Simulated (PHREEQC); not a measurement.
0.4 g of hydrous ferric oxide (600 m²/g; 0.2 weak and 0.005 strong sites per Fe, Dzombak-Morel constants, diffuse double layer) in 1 kg of water with 0.005 mol/kgw of an inert sodium salt and 1.6e-05 mol/kgw Na2HAsO4 and 2.1e-06 mol/kgw PbCl2, at 25 °C; the pH is set by adding NaOH or the inert anion's acid. Oxygen is held at 0.21 atm. CO2 from the air is kept out. No solid was allowed to form.

The numbers come from PHREEQC with the ion-association model, wateq4f.dat.

Problem. Predict surface charge σ (C/m²), surface potential ψ (mV) at pH = 4.5, 6, 6.5.

Solution. 
```json
[
 {"pH": "4.5", "surface charge σ (C/m²)": "0.126", "surface potential ψ (mV)": "174"},
 {"pH": "6", "surface charge σ (C/m²)": "0.035", "surface potential ψ (mV)": "109"},
 {"pH": "6.5", "surface charge σ (C/m²)": "0.021", "surface potential ψ (mV)": "84"}
]
```

Complexes and solids missing from the database can't appear. The database has no arsenate complexes of Pb. The oxide is taken as insoluble; below pH 4 it would dissolve.
